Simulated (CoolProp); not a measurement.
Vapour-liquid equilibrium of CH2F2 (R32) (1) + R143a (2) at 169.8 K; x and y are mole fractions of (1).

Computed with CoolProp (multi-fluid Helmholtz-energy mixture model, Tillner-Roth 1997 and Lemmon and Jacobsen 2000; pair parameters Bell 2016).

Problem. Give the bubble pressure and the first vapour's composition at x = 0.275, 0.35, 0.875. Is there an azeotrope?

Solution. x = 0.275: 0.002981 MPa, y = 0.375; x = 0.35: 0.003054 MPa, y = 0.437; x = 0.875: 0.003028 MPa, y = 0.821. y crosses x between x = 0.575 and 0.65: the model has an azeotrope there.

Pair parameters are fitted to limited data, so mixtures are less certain than the pure fluids.
